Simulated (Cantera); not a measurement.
Charge: 1 mol CaCl2, 0.39 mol HCl, 3.6 mol H2, held at 10000 Pa.

Method: chemical equilibrium by Gibbs-energy minimisation in Cantera with the NASA 1993 tables (ideal gas, pure condensed phases). Candidate condensed phases: Ca, CaCl2; 9 gas species. The numbers say what is thermodynamically allowed, not how fast it happens.

At 1873 K, list the 4 most abundant gas species with their mole fractions, and the condensed phases.

H2 0.720, CaCl2 0.200, HCl 0.0783, H 0.00173. Condensed: gas only.
